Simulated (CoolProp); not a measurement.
Vapour-liquid equilibrium of R134a (1) + R141b (2) at 0.161 MPa; x and y are mole fractions of (1).

Model: multi-fluid Helmholtz-energy mixture model, Tillner-Roth 1994 and Lemmon 2006; pair parameters Bell 2016, in CoolProp.

Question: Give the bubble temperature and the first vapour's composition at x = 0.05, 0.35, 0.8. Is there an azeotrope?

Answer: x = 0.05: 306.6 K, y = 0.359; x = 0.35: 274.1 K, y = 0.866; x = 0.8: 261.5 K, y = 0.964. No azeotrope shows between x = 0.05 and 0.95.

Pair parameters are fitted to limited data, so mixtures are less certain than the pure fluids.
